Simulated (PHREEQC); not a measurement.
A solution holds 0.013 mol/kgw KH2PO4, 0.00044 mol/kgw Na2SO4 and 0.00089 mol/kgw NaCl, at 25 °C. Closed to the air; pH follows from the charge balance.

Model: ion-association model, phreeqc.dat, run in PHREEQC.

This is a speciation only: nothing precipitates in the calculation.

### Question
Order these S species by the share of S that they hold, largest first: NaSO4-, HSO4-, SO4-2, KSO4-.

### Answer
SO4-2 (94 %), KSO4- (5.2 %), NaSO4- (0.51 %), HSO4- (0.13 %)

The pH is 4.69 and the ionic strength 0.0152 mol/kgw. Complexes and solids missing from the database can't appear.
